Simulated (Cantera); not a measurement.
# Gas activation for diamond growth

An isothermal, constant-pressure homogeneous reactor starts with CH₄ : H₂ : H : H₂O = 0.018 : 1 : 0.031 : 0.011 (molar parts), at 2125 K and 10.00 Torr.

Cantera simulation using GRI-Mech 3.0 (53 species, 325 reactions); the numbers are that mechanism's predictions, not measurements. GRI-Mech 3.0 stops at C3 and has no aromatics, soot or wall deposition, so with more carbon than oxygen in the feed, carbon stays in small species such as C2H2 where larger ones or solid carbon would form. Radical loss at walls, strong at low pressure, is not modelled.

```
t (s)        x CH₄   x H₂     x H     x C₂H    x C₂H₄
--------  --------  -----  ------  --------  --------
1.00e-5     0.0139  0.947  0.0261  8.41e-11   1.27e-6
3.44e-5     0.0117  0.949  0.0239   5.79e-9   2.57e-5
0.000118    0.0111  0.950  0.0232   1.02e-7  0.000117
0.000407    0.0102  0.952  0.0220   5.77e-7  0.000129
0.00140    0.00819  0.956  0.0197   1.48e-6   7.58e-5
0.00482    0.00519  0.961  0.0172   2.38e-6   2.73e-5
0.0166     0.00241  0.964  0.0163   3.08e-6   6.23e-6
0.0571    0.000843  0.964  0.0176   3.64e-6   1.33e-6
0.196     0.000418  0.962  0.0203   3.76e-6   6.65e-7
0.676     0.000202  0.961  0.0243   3.17e-6   3.28e-7
2.33       4.38e-5  0.957  0.0292   2.78e-6   1.58e-7
8.00       5.44e-6  0.956  0.0310   2.89e-6   1.42e-7
```
x: mole fraction; the columns are a selection and need not sum to one.

Equilibrium at this temperature and pressure: CH₄ 5.33e-6, H₂ 0.956, H 0.0310, C₂H 2.89e-6, C₂H₄ 1.42e-7 (gas phase only).
